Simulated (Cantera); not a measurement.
Input (Python, Cantera):

```python
import numpy as np
import cantera as ct

surf = ct.Interface("diamond.yaml", "diamond_100")
gas, bulk = surf.adjacent["gas"], surf.adjacent["diamond"]
k = surf.kinetics_species_index(bulk.species_names[0])
cover = ["c6HH", "c6H*", "c6*H", "c6**", "c6HM", "c6B"]

rows, drift = [], 0.0
print(f"{'T':>10s}{'um/h':>11s}" + "".join(f"{s:>11s}" for s in cover))
for v in [900, 975, 1050, 1125, 1200, 1275, 1350]:
    T, P, xH, xCH3 = v, 29000, 0.0018, 7.1e-05
    gas.TPX = T, P, {"H": xH, "CH3": xCH3, "CH4": 0.0024, "H2": 1 - xH - xCH3 - 0.0024}
    surf.TP = bulk.TP = T, P
    surf.coverages = "c6H*:0.1, c6HH:0.9"
    surf.advance_coverages(100.0)
    before = surf.coverages
    surf.advance_coverages(100.0)
    drift = max(drift, np.max(np.abs(surf.coverages - before) / (surf.coverages + 1e-9)))
    rate = surf.net_production_rates[k] * bulk.mean_molecular_weight / bulk.density * 3.6e9
    rows.append([rate, *surf[cover].coverages])
    print(f"{v:10.4g}{rate:11.4e}" + "".join(f"{x:11.3e}" for x in rows[-1][1:]))
```

Output:

```
         T       um/h       c6HH       c6H*       c6*H       c6**       c6HM        c6B
       900 6.1632e+00  6.653e-01  1.013e-02  2.809e-01  4.127e-03  3.178e-02  1.672e-08
       975 9.1960e+00  6.027e-01  1.572e-02  3.437e-01  7.588e-03  2.266e-02  2.495e-08
      1050 1.2158e+01  5.438e-01  2.237e-02  3.985e-01  1.246e-02  1.580e-02  3.299e-08
      1125 1.3025e+01  4.923e-01  2.979e-02  4.442e-01  1.862e-02  9.601e-03  3.534e-08
      1200 9.7826e+00  4.494e-01  3.762e-02  4.801e-01  2.564e-02  4.155e-03  2.655e-08
      1275 5.8718e+00  4.143e-01  4.540e-02  5.049e-01  3.276e-02  1.259e-03  1.593e-08
      1350 4.1649e+00  3.872e-01  5.280e-02  5.196e-01  3.927e-02  3.294e-04  1.130e-08
```

Cantera simulation using the Harris–Goodwin 1993 mechanism for the reconstructed diamond (100) surface; the numbers are that mechanism's predictions, not measurements.
